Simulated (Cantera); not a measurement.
**borazine + H2 (boron, boron nitride and boron oxide)**

A closed system holds: 1 mol borazine, 170 mol H2, equilibrated at 0.133 bar.

These are equilibrium values from Cantera (NASA tables, ideal gas, pure condensed phases), not measurements of a reactor. Candidate condensed phases: B, BN; 15 gas species. The feed counts by its element totals alone. Mutual solubility and eutectic melting of coexisting phases are not modelled. The tables' values for BH2 are old estimates; treat these amounts as uncertain. Gases not in the tables: B2H6 and higher boranes. Kinetics and transport are ignored.

| T (K) | x H2 | x H | x N2 | x BH2 | x B | x BH | n BN(s) | n B(s) | n B(l) |
|---|---|---|---|---|---|---|---|---|---|
| 1723 | 0.999 | 0.000499 | 2.24e-5 | 4.16e-5 | 2.66e-9 | 7.24e-9 | 2.99 | 0 | 0 |
| 1798 | 0.999 | 0.000964 | 5.21e-5 | 9.85e-5 | 1.81e-8 | 3.46e-8 | 2.98 | 0 | 0 |
| 1873 | 0.998 | 0.00177 | 0.000116 | 0.000214 | 1.04e-7 | 1.44e-7 | 2.96 | 0.00165 | 0 |
| 1948 | 0.996 | 0.00309 | 0.000398 | 0.000343 | 4.11e-7 | 4.17e-7 | 2.86 | 0.0764 | 0 |
| 2023 | 0.993 | 0.00518 | 0.00124 | 0.000530 | 1.46e-6 | 1.12e-6 | 2.57 | 0.336 | 0 |
| 2098 | 0.987 | 0.00837 | 0.00356 | 0.000790 | 4.73e-6 | 2.79e-6 | 1.76 | 1.10 | 0 |
| 2173 | 0.977 | 0.0131 | 0.00854 | 0.00114 | 1.41e-5 | 6.49e-6 | 0 | 2.79 | 0 |
| 2248 | 0.970 | 0.0198 | 0.00851 | 0.00160 | 3.91e-5 | 1.43e-5 | 0 | 2.70 | 0 |
| 2323 | 0.960 | 0.0292 | 0.00847 | 0.00220 | 0.000101 | 2.98e-5 | 0 | 2.58 | 0 |
| 2398 | 0.946 | 0.0420 | 0.00841 | 0.00280 | 0.000234 | 5.62e-5 | 0 | 0 | 2.44 |
| 2473 | 0.929 | 0.0589 | 0.00833 | 0.00339 | 0.000500 | 9.87e-5 | 0 | 0 | 2.28 |
x: gas mole fraction; n: condensed amount in mol.

From 1723 K to 1798 K the condensed part is BN(s). From 1873 K to 2098 K the condensed part is B(s) + BN(s). From 2173 K to 2323 K the condensed part is B(s). From 2398 K to 2473 K the condensed part is B(l). The share of B in condensed phases is highest at 1723 K (99.7 %) and lowest at 2473 K (75.9 %).
